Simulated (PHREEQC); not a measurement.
Solution (25 °C): 0.049 mol K2CO3, 0.0092 mol K2SO4 and 0.0014 mol CO2 per kg of water. Closed to the air; pH follows from the charge balance.

The numbers come from PHREEQC with the Pitzer model, pitzer.dat.

No solid was allowed to form.

Problem. What pH does the model give?

Solution. pH 11.01.

Problem. In which forms is C present?

Solution. CO3-2 92 %, HCO3- 8.3 % of the C.
